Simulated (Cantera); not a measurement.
Cantera with NASA thermochemical tables; ideal gases at 1 bar, condensed phases pure. Values are per mole of reaction as written; species without (g) are pure solids or liquids, kept so even where they would boil at 1 bar.

N2(g) + 3 NiS + 3 H2S(g) → 3 NiS2 + 2 NH3(g), with ΔH° = -160.9 kJ and ΔS° = -366.4 J/K at 300 K.

Question: How far is the shortcut ΔG° ≈ ΔH°(300 K) − T·ΔS°(300 K) from the full temperature-dependent value at 1350, 1450, 1550, 1650, 1750, 1850, 1950, 2050 K?

Answer: 
| T (K) | shortcut (kJ) | full (kJ) | difference (kJ) | difference in log10 K | condensed phases |
|---|---|---|---|---|---|
| 1350 | 333.7 | 341.5 | -7.8 | 0.30 | NiS(l), NiS2(l) |
| 1450 | 370.4 | 371.7 | -1.4 | 0.05 | NiS(l), NiS2(l) |
| 1550 | 407.0 | 402.0 | 5.0 | -0.17 | NiS(l), NiS2(l) |
| 1650 | 443.6 | 432.4 | 11.2 | -0.36 | NiS(l), NiS2(l) |
| 1750 | 480.3 | 462.9 | 17.4 | -0.52 | NiS(l), NiS2(l) |
| 1850 | 516.9 | 493.4 | 23.5 | -0.66 | NiS(l), NiS2(l) |
| 1950 | 553.5 | 524.1 | 29.5 | -0.79 | NiS(l), NiS2(l) |
| 2050 | 590.2 | 554.8 | 35.4 | -0.90 | NiS(l), NiS2(l) |
The shortcut ignores heat capacities and the phase changes listed.
